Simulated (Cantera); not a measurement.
Charge: 1 mol Si2H6, 0.42 mol Cl2, 90 mol N2, equilibrated at 702 °C and 110 Pa.

Method: chemical equilibrium by Gibbs-energy minimisation in Cantera with the NASA 1993 tables (ideal gas, pure condensed phases). Candidate condensed phases: NH4Cl, Si, Si3N4; 28 gas species. The feed counts by its element totals alone. N2 is the only nitrogen source here; it is nearly inert below about 1500 K, so the nitride shown seldom forms there in practice. Kinetics and transport are ignored.

Base state: N2 0.963, H2 0.0280, HCl 0.00912 (mole fractions); condensed: Si3N4(s).

**Question.** What changes in the equilibrium state with this change: Si2H6 replaced by SiCl4?

**Answer.** 
| species | before | after |
|---|---|---|
| N2 | 0.963 | 0.984 |
| SiCl4 | 3.11e-7 | 0.0109 |
| Cl2 | <1e-9 | 0.00433 |
| H2 | 0.0280 | 0 |
| HCl | 0.00912 | 0 |
| Cl | 1.77e-9 | 0.000525 |
| Si3N4(s), mol | 0.667 | 0 |
